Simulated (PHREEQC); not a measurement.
Consider water at 20 °C with 4.1 mmol/kgw HF, 1.1 mmol/kgw H2SiF6, 4.4 mmol/kgw H3BO3 and 0.17 mmol/kgw HCl. Closed to the air; pH follows from the charge balance.

Equilibrium calculation in PHREEQC: ion-association model, phreeqc.dat.

This is a speciation only: nothing precipitates in the calculation.

**Question.** Order these F species by the share of F that they hold, largest first: SiF6-2, BF3OH-, HF, F-, BF4-.

**Answer.** SiF6-2 (42 %), BF4- (30 %), HF (17 %), F- (4.5 %), BF3OH- (4.1 %)

The pH is 2.52 and the ionic strength 0.00395 mol/kgw. Saturation is exceeded, for instance for Quartz (slow to form), Chalcedony (slow to form); the values hold only as long as no solid forms. Species that the database lacks are ignored. SiF6-2 is the database's only silicon fluoride. Real BF4- forms and hydrolyses slowly; the run takes it at equilibrium.
